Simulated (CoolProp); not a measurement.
Vapour-liquid equilibrium of R125 (1) + R245fa (2) at 277 K; x and y are mole fractions of (1).

Model: multi-fluid Helmholtz-energy mixture model, Lemmon 2005 and Akasaka 2015; pair parameters Bell 2016, in CoolProp.

```csv
x,bubble pressure (bar),y at the bubble point,dew pressure at overall composition x (bar),liquid density (mol/L)
0.05,1.013,0.395,0.6647,10.45
0.125,1.558,0.628,?,10.52
0.2,2.081,0.738,0.7818,?
0.275,2.587,0.803,0.8570,10.65
0.35,3.082,0.846,0.9482,10.71
0.425,3.571,0.878,1.061,10.76
0.5,4.057,0.903,1.203,10.81
0.575,4.546,0.924,1.389,10.85
0.65,5.040,0.941,1.642,10.88
0.725,?,0.956,?,10.90
0.8,?,?,2.561,10.91
0.875,?,0.981,?,10.90
0.95,7.164,0.993,5.348,10.88
```

What belongs in the gaps?


- 0.125, dew pressure at overall composition x (bar): 0.7185
- 0.2, liquid density (mol/L): 10.58
- 0.725, bubble pressure (bar): 5.544
- 0.725, dew pressure at overall composition x (bar): 2.004
- 0.8, bubble pressure (bar): 6.062
- 0.8, y at the bubble point: 0.969
- 0.875, bubble pressure (bar): 6.600
- 0.875, dew pressure at overall composition x (bar): 3.510

No azeotrope shows between x = 0.05 and 0.95.

The pair parameters rest on a limited set of measurements; away from them the model extrapolates. The gap from Raoult's law changes sign with composition, which may be real or a fault of the pair parameters; it wasn't checked against measurements.
